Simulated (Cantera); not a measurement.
What does this Cantera script print?

```python
import numpy as np
import cantera as ct

gas_names = """
    CL CL2 H HCL H2 N NH NH2 NH3 N2 N2H2 N2H4 Si SiCL SiCL2 SiCL3 SiCL4 SiH SiHCL3 SiH2 SiH2CL2 SiH3
    SiH3CL SiH4 SiN Si2 Si2N Si3
""".split()
cond_names = """
    NH4CL(a) NH4CL(b) Si(cr) Si(L) Si3N4(a)
""".split()


# ... load() reads the species with a 1 bar reference pressure and builds the phases ...
atoms = {
    'Si2H6': {'Si': 2, 'H': 6},
    'HCl': {'H': 1, 'CL': 1},
    'N2': {'N': 2},
}
top_T = {'Si3N4(a)': 2400}  # K; cautious upper limits of use, not melting points


# ... equilibrate(T, P, feed) seeds the gas with the atoms and calls Mixture.equilibrate('TP', solver="vcs", rtol=1e-11, max_steps=5000) ...
results = []
feed = {'Si2H6': 1, 'HCl': 0.57, 'N2': 13}  # mol
T = 1773  # K
P = 150000  # Pa
mix = equilibrate(T, P, feed)
results.append((T, P, feed, dict(zip(mix.species_names, mix.species_moles))))
x = sorted(zip(gas.X, gas.species_names), reverse=True)
print(f"T = {T:g} K  P = {P:g} Pa  gas = {mix.phase_moles(0):.4g} mol")
print("   x: " + "  ".join(f"{s} {v:.3e}" for v, s in x if v > 0.0001))
print("   condensed (mol): " + ("  ".join(f"{mix.phase(i).name} {mix.phase_moles(i):.4g}"
      for i in range(1, mix.n_phases) if mix.phase_moles(i) > 1e-12) or "none"))
```

Output:

```
T = 1773 K  P = 150000 Pa  gas = 15.24 mol
   x: N2 7.658e-01  H2 1.974e-01  HCL 3.603e-02  SiCL2 6.094e-04  H 1.032e-04
   condensed (mol): Si3N4(a) 0.6633
```

These are equilibrium values from Cantera (NASA tables, ideal gas, pure condensed phases), not measurements of a reactor. The feed counts by its element totals alone. The tables' values for SiCl3 are old estimates; treat these amounts as uncertain.
